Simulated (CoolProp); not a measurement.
Properties of fluorine along the isotherm 159.8 K.

Values from CoolProp's reference Helmholtz-energy equation of state, de Reuck 1990.

| p (kPa) | phase | density (kg/m³) | cp (kJ/(kg K)) | cv (kJ/(kg K)) | expansivity (1/kK) | fugacity coefficient |
|---|---|---|---|---|---|---|
| 63.2 | gas | 1.813 | 0.7750 | 0.5534 | 6.315 | 0.9972 |
| 92.8 | gas | 2.665 | 0.7769 | 0.5540 | 6.342 | 0.9958 |
| 136 | gas | 3.913 | 0.7798 | 0.5550 | 6.382 | 0.9939 |
| 200 | gas | 5.772 | 0.7840 | 0.5563 | 6.442 | 0.9910 |
| 294 | gas | 8.522 | 0.7904 | 0.5583 | 6.532 | 0.9868 |
| 431 | gas | 12.57 | 0.7998 | 0.5612 | 6.668 | 0.9806 |
| 632 | gas | 18.62 | 0.8140 | 0.5654 | 6.875 | 0.9715 |
| 928 | gas | 27.75 | 0.8361 | 0.5715 | 7.202 | 0.9582 |
| 1360 | gas | 41.61 | 0.8709 | 0.5803 | 7.731 | 0.9387 |
| 2000 | gas | 63.45 | 0.9298 | 0.5931 | 8.647 | 0.9099 |
| 2940 | gas | 98.97 | 1.039 | 0.6122 | 10.38 | 0.8680 |
| 4310 | gas | 160.8 | 1.280 | 0.6423 | 14.23 | 0.8076 |
| 6320 | supercritical | 290.1 | 2.096 | 0.7006 | 26.97 | 0.7206 |
| 9280 | supercritical | 633.6 | 3.861 | 0.7500 | 45.49 | 0.5978 |
| 13600 | supercritical | 870.6 | 2.230 | 0.6989 | 16.94 | 0.4787 |
| 20000 | supercritical | 998.5 | 1.731 | 0.6924 | 9.550 | 0.3954 |

The peak of cp marks the crossing from liquid-like to gas-like fluid above the critical point.
